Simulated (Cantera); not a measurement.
Cantera run:

```python
import numpy as np
import cantera as ct

gas_names = """
    CL CL2 H HCL H2 N NH NH2 NH3 N2 N2H2 N2H4 Si SiCL SiCL2 SiCL3 SiCL4 SiH SiHCL3 SiH2 SiH2CL2 SiH3
    SiH3CL SiH4 SiN Si2 Si2N Si3
""".split()
cond_names = """
    NH4CL(a) NH4CL(b) Si(cr) Si(L) Si3N4(a)
""".split()


# ... load() reads the species with a 1 bar reference pressure and builds the phases ...
atoms = {
    'SiHCl3': {'Si': 1, 'H': 1, 'CL': 3},
    'Cl2': {'CL': 2},
    'N2': {'N': 2},
}
top_T = {'Si3N4(a)': 2400}  # K; cautious upper limits of use, not melting points


# ... equilibrate(T, P, feed) seeds the gas with the atoms and calls Mixture.equilibrate('TP', solver="vcs", rtol=1e-11, max_steps=5000) ...
results = []
feed = {'SiHCl3': 1, 'Cl2': 0.34, 'N2': 200}  # mol
for P in [100, 300, 880, 2600, 7700, 23000, 68000, 200000]:
    for T in [1150, 1200, 1250, 1300, 1350, 1400, 1450, 1500, 1550, 1600, 1650, 1700, 1750]:
        mix = equilibrate(T, P, feed)
        results.append((T, P, feed, dict(zip(mix.species_names, mix.species_moles))))

for T, P, feed, n in results:
    print(f"{T:7g} {P:10.4g}  " + (" + ".join(c for c in cond_names if n.get(c, 0) > 1e-12) or "gas only"))
```

It prints:

```
   1150        100  Si3N4(a)
   1200        100  Si3N4(a)
   1250        100  Si3N4(a)
   1300        100  gas only
   1350        100  gas only
   1400        100  gas only
   1450        100  gas only
   1500        100  gas only
   1550        100  gas only
   1600        100  gas only
   1650        100  gas only
   1700        100  gas only
   1750        100  gas only
   1150        300  Si3N4(a)
   1200        300  Si3N4(a)
   1250        300  Si3N4(a)
   1300        300  Si3N4(a)
   1350        300  gas only
   1400        300  gas only
   1450        300  gas only
   1500        300  gas only
   1550        300  gas only
   1600        300  gas only
   1650        300  gas only
   1700        300  gas only
   1750        300  gas only
   1150        880  Si3N4(a)
   1200        880  Si3N4(a)
   1250        880  Si3N4(a)
   1300        880  Si3N4(a)
   1350        880  Si3N4(a)
   1400        880  gas only
   1450        880  gas only
   1500        880  gas only
   1550        880  gas only
   1600        880  gas only
   1650        880  gas only
   1700        880  gas only
   1750        880  gas only
   1150       2600  Si3N4(a)
   1200       2600  Si3N4(a)
   1250       2600  Si3N4(a)
   1300       2600  Si3N4(a)
   1350       2600  Si3N4(a)
   1400       2600  Si3N4(a)
   1450       2600  gas only
   1500       2600  gas only
   1550       2600  gas only
   1600       2600  gas only
   1650       2600  gas only
   1700       2600  gas only
   1750       2600  gas only
   1150       7700  Si3N4(a)
   1200       7700  Si3N4(a)
   1250       7700  Si3N4(a)
   1300       7700  Si3N4(a)
   1350       7700  Si3N4(a)
   1400       7700  Si3N4(a)
   1450       7700  Si3N4(a)
   1500       7700  gas only
   1550       7700  gas only
   1600       7700  gas only
   1650       7700  gas only
   1700       7700  gas only
   1750       7700  gas only
   1150    2.3e+04  Si3N4(a)
   1200    2.3e+04  Si3N4(a)
   1250    2.3e+04  Si3N4(a)
   1300    2.3e+04  Si3N4(a)
   1350    2.3e+04  Si3N4(a)
   1400    2.3e+04  Si3N4(a)
   1450    2.3e+04  Si3N4(a)
   1500    2.3e+04  Si3N4(a)
   1550    2.3e+04  gas only
   1600    2.3e+04  gas only
   1650    2.3e+04  gas only
   1700    2.3e+04  gas only
   1750    2.3e+04  gas only
   1150    6.8e+04  Si3N4(a)
   1200    6.8e+04  Si3N4(a)
   1250    6.8e+04  Si3N4(a)
   1300    6.8e+04  Si3N4(a)
   1350    6.8e+04  Si3N4(a)
   1400    6.8e+04  Si3N4(a)
   1450    6.8e+04  Si3N4(a)
   1500    6.8e+04  Si3N4(a)
   1550    6.8e+04  Si3N4(a)
   1600    6.8e+04  gas only
   1650    6.8e+04  gas only
   1700    6.8e+04  gas only
   1750    6.8e+04  gas only
   1150      2e+05  Si3N4(a)
   1200      2e+05  Si3N4(a)
   1250      2e+05  Si3N4(a)
   1300      2e+05  Si3N4(a)
   1350      2e+05  Si3N4(a)
   1400      2e+05  Si3N4(a)
   1450      2e+05  Si3N4(a)
   1500      2e+05  Si3N4(a)
   1550      2e+05  Si3N4(a)
   1600      2e+05  Si3N4(a)
   1650      2e+05  Si3N4(a)
   1700      2e+05  gas only
   1750      2e+05  gas only
```

These are equilibrium values from Cantera (NASA tables, ideal gas, pure condensed phases), not measurements of a reactor. N2 is the only nitrogen source here; it is nearly inert below about 1500 K, so the nitride shown seldom forms there in practice. The tables' values for SiCl3 are old estimates.
